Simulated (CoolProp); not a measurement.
Vapour-liquid equilibrium of propane (1) + R227EA (2) at 54.25 °C; x and y are mole fractions of (1).

Model: multi-fluid Helmholtz-energy mixture model, Lemmon 2009 and Lemmon 2016; pair parameters Bell 2016, in CoolProp.

Q: Give the bubble pressure and the first vapour's composition at x = 0.45, 0.55, 0.95. Is there an azeotrope?

A: x = 0.45: 1844 kPa, y = 0.574; x = 0.55: 1926 kPa, y = 0.635; x = 0.95: 1936 kPa, y = 0.934. y crosses x between x = 0.75 and 0.85: the model has an azeotrope there.

Pair parameters are fitted to limited data, so mixtures are less certain than the pure fluids.
